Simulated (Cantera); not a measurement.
Feed: 1 mol SiO2, 0.098 mol H2, 0.0045 mol Si, at 1 atm.

These are equilibrium values from Cantera (NASA tables, ideal gas, pure condensed phases), not measurements of a reactor. Candidate condensed phases: H2O, Si, SiO2; 18 gas species. Each liquid is taken as pure. Mutual solubility and eutectic melting of coexisting phases are not modelled. The tables hold silica as quartz up to 1696 K and as liquid above; real silica turns to tridymite and cristobalite and melts near 1996 K. Gases not in the tables: Si2H6 and higher silanes. The numbers say what is thermodynamically allowed, not how fast it happens.

Q: At 1452 °C, list the 5 most abundant gas species with their mole fractions, and the condensed phases.

A: H2 0.983, SiO 0.0170, H 0.000183, H2O 2.71e-5, SiH2 1.69e-5. Condensed: Si(l) + SiO2(condensed).
